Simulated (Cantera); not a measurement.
What does this Cantera script print?

```python
import numpy as np
import cantera as ct

gas_names = """
    H HO2 H2 H2O H2O2 O OH O2 O3 Si SiH SiH2 SiH3 SiH4 SiO SiO2 Si2 Si3
""".split()
cond_names = """
    H2O(s) H2O(L) Si(cr) Si(L) SiO2(Lqz) SiO2(hqz) SiO2(L)
""".split()


def load(file, names, dense=False):
    # The tables refer to 1 bar. Condensed volumes are neglected.
    table = {s.name: s for s in ct.Species.list_from_file(file)}
    out = []
    for n in names:
        d = dict(table[n].input_data)
        d["thermo"] = dict(d["thermo"], **{"reference-pressure": 1e5})
        if dense:
            d["equation-of-state"] = {"model": "constant-volume", "density": "1e6 g/cm^3"}
        out.append(ct.Species.from_dict(d))
    return out


gas = ct.Solution(thermo="ideal-gas", species=load("nasa_gas.yaml", gas_names))
cond = {s.name: ct.Solution(thermo="fixed-stoichiometry", species=[s], name=s.name)
        for s in load("nasa_condensed.yaml", cond_names, dense=True)}
atoms = {
    'Si': {'Si': 1},
    'H2O': {'H': 2, 'O': 1},
    'H2': {'H': 2},
}
top_T = {}  # K; cautious upper limits of use, not melting points


def equilibrate(T, P, feed):
    n = {}
    for name, mol in feed.items():
        for a, k in atoms[name].items():
            n[a] = n.get(a, 0.0) + k * mol
    gas.TPX = T, P, n
    mass = sum(n.values()) * gas.mean_molecular_weight
    gas.equilibrate("TP")
    valid = [c for c in cond.values() if c.min_temp <= T <= top_T.get(c.name, c.max_temp)]
    mix = ct.Mixture([(gas, mass / gas.mean_molecular_weight)] + [(c, 0.0) for c in valid])
    mix.T, mix.P = T, P
    mix.equilibrate("TP", solver="vcs", rtol=1e-11, max_steps=5000)
    return mix


results = []
feed = {'Si': 1, 'H2O': 0.0015, 'H2': 460}  # mol
T = 1475  # K
for P in [0.1, 2.5, 63, 1600, 40000, 1000000]:
    mix = equilibrate(T, P, feed)
    results.append((T, P, feed, dict(zip(mix.species_names, mix.species_moles))))

top = {s: max(r[3][s] / sum(r[3][g] for g in gas_names) for r in results) for s in gas_names}
cols = sorted((s for s in top if top[s] > 1e-06), key=lambda s: -top[s])[:5]
seen = [c for c in cond_names if any(r[3].get(c, 0) > 1e-12 for r in results)]
print("log10 of partial pressures in bar; condensed amounts in mol")
print(f"{'P/Pa':>10s}" + "".join(f"{s[:9]:>10s}" for s in cols + seen))
for T, P, feed, n in results:
    ng = sum(n[g] for g in gas_names)
    print(f"{P:10.4g}" + "".join(f"{np.log10(max(n[s] / ng * P / 1e5, 1e-99)):10.3f}" for s in cols)
          + "".join(f"{n.get(c, 0):10.4g}" for c in seen))
```

It prints:

```
log10 of partial pressures in bar; condensed amounts in mol
      P/Pa        H2         H        Si      SiH4       SiH    Si(cr)
       0.1    -6.007    -7.890    -8.669   -18.444   -11.121         0
       2.5    -4.603    -7.189    -8.240   -15.209    -9.990    0.8899
        63    -3.201    -6.488    -8.240   -12.404    -9.289    0.9934
      1600    -1.796    -5.785    -8.240    -9.594    -8.586    0.9978
     4e+04    -0.398    -5.086    -8.240    -6.798    -7.887    0.9978
     1e+06     1.000    -4.387    -8.240    -4.002    -7.188    0.9935
```

These are equilibrium values from Cantera (NASA tables, ideal gas, pure condensed phases), not measurements of a reactor.
